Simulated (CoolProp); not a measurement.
Saturated liquid density (kg/m³) of dimethyl carbonate: the reference equation beside estimates from Tc = 557.0 K, pc = 49.09 bar, ω = 0.346.

The numbers come from the reference Helmholtz-energy equation of state, Zhou 2011 in CoolProp.

```csv
T (K),reference,van der Waals,Redlich-Kwong,Soave-Redlich-Kwong
368.8,966.0,562.4,820.8,863.2
372.3,961.0,559.5,815.9,858.7
375.9,955.7,556.6,810.7,854.0
379.4,950.6,553.8,805.7,849.3
382.9,945.4,550.9,800.5,844.5
386.4,940.2,547.9,795.3,839.6
390,934.8,544.9,789.9,834.6
393.5,929.5,541.9,784.6,829.5
397,924.2,538.8,779.2,824.4
400.5,918.8,535.8,773.7,819.2
404.1,913.3,532.6,768.0,813.7
407.6,907.8,529.4,762.3,808.3
411.1,902.3,526.2,756.6,802.8
414.6,896.7,523.0,750.8,797.2
```

Absolute difference from the reference over all 14 rows, mean and median: van der Waals 41.7 and 41.7 %, Redlich-Kwong 15.6 and 15.5 %, Soave-Redlich-Kwong 10.8 and 10.7 %.
